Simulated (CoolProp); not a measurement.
Properties of neopentane along the isotherm 443.4 K.

Model: reference Helmholtz-energy equation of state, Lemmon 2006, in CoolProp. It is a short technical equation, of lower accuracy than the large ones.

```
p (kPa)          phase  density (kg/m³)  cp (kJ/(kg K))  cv (kJ/(kg K))  isothermal compressibility (1/MPa)
-------  -------------  ---------------  --------------  --------------  ----------------------------------
533                gas            11.03           2.400           2.253                               1.989
1070               gas            23.64           2.464           2.269                               1.067
1600               gas            38.18           2.558           2.288                              0.7856
2130               gas            55.95           2.714           2.314                              0.6750
2660               gas            79.46           3.031           2.350                              0.6659
3200     supercritical            117.7           4.069           2.416                              0.8486
3730     supercritical            246.1           11.43           2.519                               1.587
4260     supercritical            327.2           4.744           2.415                              0.1967
4790     supercritical            351.8           3.976           2.386                             0.09906
5330     supercritical            367.4           3.673           2.371                             0.06651
5860     supercritical            378.9           3.507           2.362                             0.05062
6390     supercritical            388.1           3.398           2.356                             0.04102
6930     supercritical            396.0           3.319           2.351                             0.03446
7460     supercritical            402.8           3.259           2.348                             0.02984
7990     supercritical            408.8           3.212           2.345                             0.02634
```

The peak of cp marks the crossing from liquid-like to gas-like fluid above the critical point.
